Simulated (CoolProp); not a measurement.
The numbers come from the reference Helmholtz-energy equation of state, Akasaka 2023 in CoolProp.

Question: For R1336mzz(E), give the phase and the Z, cp (kJ/(kg K)), cv (kJ/(kg K)), isothermal compressibility (1/MPa) at 410 K and 14.3 bar.

Answer: 
- 410 K and 14.3 bar: gas; Z 0.803, cp 1.04, cv 0.891, isothermal compressibility 0.898
